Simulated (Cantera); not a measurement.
An isothermal, constant-pressure homogeneous reactor starts with H₂ : O₂ : N₂ = 1.8 : 1 : 1.4 (molar parts), equivalence ratio 0.90, at 925 K and 0.424 atm. Integrator tolerance rtol = 1e-08.

Detailed kinetics in Cantera: the H2/O2 subset of GRI-Mech 3.0, which has no nitrogen chemistry. Below about 950 K walls govern HO2 and H2O2 in real vessels. The temperature is held fixed by assumption; the heat of reaction is taken as removed at once.

```csv
quantity,before,after
x(H₂) at 3.00 s,0.0702 (gas-phase equilibrium 3.76e-11),0.000122 (gas-phase equilibrium 3.96e-10)
x(O₂) at 3.00 s,0.0642 (gas-phase equilibrium 0.0303),0.0304 (gas-phase equilibrium 0.0303)
x(H₂O) at 3.00 s,0.456 (gas-phase equilibrium 0.545),0.545 (gas-phase equilibrium 0.545)
x(HO₂) at 3.00 s,3.72e-5 (gas-phase equilibrium 1.13e-10),1.61e-6 (gas-phase equilibrium 3.99e-10)
x(O) at 3.00 s,5.22e-8 (gas-phase equilibrium 3.58e-12),1.96e-9 (gas-phase equilibrium 3.95e-11)
x(H₂O₂) at 3.00 s,0.000262 (gas-phase equilibrium 6.22e-11),1.17e-7 (gas-phase equilibrium 1.71e-10)
x(OH) at 3.00 s,7.15e-8 (gas-phase equilibrium 4.21e-8),1.10e-7 (gas-phase equilibrium 1.97e-7)
```

Task: Which change was made?
A) H2 1.8 to 13 parts
B) temperature 925 to 998 K
C) O2 1 to 0.49 parts
D) pressure from 0.424 atm to 0.592 atm

Result: B, temperature 925 to 998 K
